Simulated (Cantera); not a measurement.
Charge: 1 mol Al, 16 mol N2, 2 mol H2, held at 1825 K and 0.100 bar.

Equilibrium computed with Cantera from the NASA thermochemical tables; the gas is ideal and each condensed phase is pure. Candidate condensed phases: Al, AlN; 13 gas species. Equilibrium is a limit: real reactors are often held back by kinetics, nucleation or transport.

Base state: N2 0.885, H2 0.114, H 0.000470, Al 1.80e-5 (mole fractions); condensed: AlN(s).

What changes in the equilibrium state with this change: pressure from 0.100 bar to 3.90 mbar?


| species | before | after |
|---|---|---|
| N2 | 0.885 | 0.883 |
| H2 | 0.114 | 0.113 |
| H | 0.000470 | 0.00237 |
| Al | 1.80e-5 | 0.00235 |
| AlH | 8.20e-7 | 2.09e-5 |
| AlN(s), mol | 1.000 | 0.958 |
